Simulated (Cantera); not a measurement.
A Cantera script and what it prints.

```python
import numpy as np
import cantera as ct

gas_names = """
    CL CL2 H HCL H2 Si SiCL SiCL2 SiCL3 SiCL4 SiH SiHCL3 SiH2 SiH2CL2 SiH3 SiH3CL SiH4 Si2 Si3
""".split()
cond_names = """
    Si(cr) Si(L)
""".split()


# ... load() reads the species with a 1 bar reference pressure and builds the phases ...
atoms = {
    'SiCl4': {'Si': 1, 'CL': 4},
    'Cl2': {'CL': 2},
    'H2': {'H': 2},
}
top_T = {}  # K; cautious upper limits of use, not melting points


# ... equilibrate(T, P, feed) seeds the gas with the atoms and calls Mixture.equilibrate('TP', solver="vcs", rtol=1e-11, max_steps=5000) ...
results = []
feed = {'SiCl4': 1, 'Cl2': 0.64, 'H2': 1}  # mol
T = 1275  # K
P = 320000  # Pa
mix = equilibrate(T, P, feed)
results.append((T, P, feed, dict(zip(mix.species_names, mix.species_moles))))
print(gas.report(threshold=0.0001))
for i in range(1, mix.n_phases):
    print(f"{mix.phase(i).name:16s} {mix.phase_moles(i):12.5e} mol")
```

It prints:

```
       temperature   1275 K
          pressure   3.2e+05 Pa
           density   2.4821 kg/m^3
  mean mol. weight   82.227 kg/kmol
   phase of matter   gas

                          1 kg             1 kmol
                     ---------------   ---------------
          enthalpy       -2.8989e+06       -2.3837e+08  J
   internal energy       -3.0278e+06       -2.4897e+08  J
           entropy            3836.9         3.155e+05  J/K
    Gibbs function        -7.791e+06       -6.4063e+08  J
 heat capacity c_p            737.56             60647  J/K
 heat capacity c_v            636.44             52333  J/K

                      mass frac. Y      mole frac. X     chem. pot. / RT
                     ---------------   ---------------   ---------------
               HCL           0.21737           0.49026           -33.186
                H2          0.003219           0.13129            -19.01
             SiCL3         0.0027956         0.0017099            -86.68
             SiCL4           0.76991           0.37265           -110.36
            SiHCL3         0.0066354         0.0040284           -96.185
     [  +14 minor]        6.9074e-05        5.7712e-05

Si(cr)            0.00000e+00 mol
```

Equilibrium computed with Cantera from the NASA thermochemical tables; the gas is ideal and each condensed phase is pure. The tables' values for SiCl3 are old estimates; treat these amounts as uncertain.
